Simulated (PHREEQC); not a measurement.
Make-up at 25 °C: 0.047 mol LiOH per kg of water. Closed to the air; pH follows from the charge balance.

All values are PHREEQC results (Pitzer model, pitzer.dat), not measurements.

This is a speciation only: nothing precipitates in the calculation.

Task: Estimate the pH, specific conductance.

Result: pH 12.57; specific conductance 9710 µS/cm.
